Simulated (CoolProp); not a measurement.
The numbers come from the reference Helmholtz-energy equation of state, Penoncello 2003 in CoolProp.

**Question.** Give the vapour pressure (MPa), vapour viscosity (µPa s), liquid conductivity (mW/(m K)) of saturated CHF3 (R23) at -47.65 °C.

**Answer.** 
```csv
T (°C),p (MPa),vapour viscosity (µPa s),liquid conductivity (mW/(m K))
-47.65,0.527,11.4,109
```

Viscosity comes from a separate model (Shan 2000). Thermal conductivity comes from a separate model (Shan 2000).
